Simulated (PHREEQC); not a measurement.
PHREEQC input (ion-association model, wateq4f.dat):

```
SOLUTION_MASTER_SPECIES
  An  An-  0  An  62.0  # stands for a non-complexing anion
SOLUTION_SPECIES
  An- = An-
    -log_k 0
    -gamma 3.0 0
PHASES
  Fix_H+
    H+ = H+
    -log_k 0
SOLUTION 1
  temp 25
  units mmol/kgw
  pH 7 charge
  Na 300
  An 300
END
SELECTED_OUTPUT 1
  -reset false
  -pH true
  -pe true
  -ionic_strength true
  -water true
  -totals Na
  -molalities Hfo_wOH Hfo_wOH2+ Hfo_wO- Hfo_sOH Hfo_sOH2+ Hfo_sO-
USER_PUNCH 1
  -headings sigma psi
  10 PUNCH EDL("sigma", "Hfo"), EDL("psi", "Hfo")
PRINT
  -reset false
USE solution 1
SURFACE 1
  Hfo_wOH 6.51685e-05 600 0.029
  Hfo_sOH 1.62921e-06
EQUILIBRIUM_PHASES 1
  Fix_H+ -4 HAn 10
    -force_equality true
  O2(g) -0.68 10
END
# ... the last block is repeated for the other 16 points of pH, with NaOH or the acid as the point needs
```

Selected output (columns that matter, 16 of 17 rows; pH added in front):

```
pH	mu	Na	m_Hfo_wOH	m_Hfo_wOH2+	m_Hfo_wO-	m_Hfo_sOH	m_Hfo_sOH2+	m_Hfo_sO-	sigma	psi
4	0.30016	0.3	3.7739e-06	6.1389e-05	5.3149e-09	9.4348e-08	1.5347e-06	1.3287e-10	0.34892	0.12297
4.38	0.30008	0.3	7.5072e-06	5.7639e-05	2.2399e-08	1.8768e-07	1.441e-06	5.5999e-10	0.32751	0.11978
4.75	0.30005	0.3	1.3013e-05	5.2081e-05	7.448e-08	3.2531e-07	1.302e-06	1.862e-09	0.29562	0.11463
5.12	0.30003	0.3	1.9857e-05	4.5111e-05	2.0024e-07	4.9643e-07	1.1278e-06	5.0061e-09	0.25528	0.10729
5.5	0.30002	0.3	2.725e-05	3.7465e-05	4.5406e-07	6.8125e-07	9.3661e-07	1.1351e-08	0.21038	0.097711
5.88	0.30002	0.3	3.4051e-05	3.0239e-05	8.7844e-07	8.5129e-07	7.5596e-07	2.1961e-08	0.16689	0.086461
6.25	0.30001	0.3	3.956e-05	2.4122e-05	1.4862e-06	9.8899e-07	6.0306e-07	3.7156e-08	0.12867	0.074231
6.62	0.30001	0.3	4.378e-05	1.9088e-05	2.3003e-06	1.0945e-06	4.772e-07	5.7508e-08	0.095426	0.060961
7.38	0.3	0.3	4.8732e-05	1.1842e-05	4.5943e-06	1.2183e-06	2.9604e-07	1.1486e-07	0.041196	0.031022
7.75	0.3	0.3	4.9725e-05	9.4475e-06	5.9957e-06	1.2431e-06	2.3619e-07	1.4989e-07	0.019621	0.015455
8.12	0.3	0.3	5.0025e-05	7.5244e-06	7.6191e-06	1.2506e-06	1.8811e-07	1.9048e-07	-0.00053873	-0.00043077
8.5	0.30001	0.30001	4.9672e-05	5.8746e-06	9.6216e-06	1.2418e-06	1.4687e-07	2.4054e-07	-0.021299	-0.016733
8.88	0.30001	0.30002	4.8577e-05	4.4541e-06	1.2137e-05	1.2144e-06	1.1135e-07	3.0343e-07	-0.043672	-0.032673
9.25	0.30003	0.30004	4.6624e-05	3.2575e-06	1.5287e-05	1.1656e-06	8.1438e-08	3.8218e-07	-0.068379	-0.047578
9.62	0.30007	0.30008	4.3584e-05	2.2508e-06	1.9334e-05	1.0896e-06	5.6271e-08	4.8334e-07	-0.097102	-0.061701
10	0.30016	0.30017	3.9158e-05	1.429e-06	2.4582e-05	9.7895e-07	3.5725e-08	6.1454e-07	-0.13161	-0.075259
```
